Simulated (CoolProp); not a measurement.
R410A along the isotherm 347.6 K: density (kg/m³) from the reference equation and from simpler models built on Tc = 344.5 K, pc = 4.901 MPa, ω = 0.296; each cubic takes its own stable root.

Values from CoolProp's reference Helmholtz-energy equation of state, Lemmon 2003. It is a pseudo-pure fit of the blend.

```tsv
p (MPa)	phase	reference
0.0232	gas	0.5837
0.0362	gas	0.9116
0.0564	gas	1.422
0.0878	gas	2.219
0.137	gas	3.476
0.213	gas	5.435
0.331	gas	8.523
0.516	gas	13.48
0.803	gas	21.48
1.25	gas	34.77
1.95	gas	58.11
3.03	gas	103.2
4.72	gas	239.9
7.35	supercritical	807.0
```

Task: How far does each simpler model (van der Waals, Redlich-Kwong) lie from the reference over these 14 states: mean and median of the absolute difference, and the worst?

Result: 
- van der Waals: mean 4.3 %, median 0.6 %, worst -35.0 % at 347.6 K and 7.35 MPa
- Redlich-Kwong: mean 2.4 %, median 0.2 %, worst -22.5 % at 347.6 K and 7.35 MPa
